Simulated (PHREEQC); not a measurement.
A solution holds 2 mmol/kgw Na2SiF6 and 0.032 mmol/kgw KF, at 90 °C. Closed to the air; pH follows from the charge balance.

Equilibrium calculation in PHREEQC: ion-association model, wateq4f.dat.

No solid was allowed to form.

Order these F species by the share of F that they hold, largest first: HF, SiF6-2, H2F2, HF2-, F-.

HF (50 %), F- (29 %), SiF6-2 (19 %), HF2- (1.5 %), H2F2 (0.12 %)

The pH is 3.47 and the ionic strength 0.00477 mol/kgw. Saturation is exceeded, for instance for Quartz (slow to form), Chalcedony (slow to form); the values hold only as long as no solid forms. Complexes and solids missing from the database can't appear. Constants without temperature data keep their 25 °C values here. SiF6-2 is the database's only silicon fluoride.
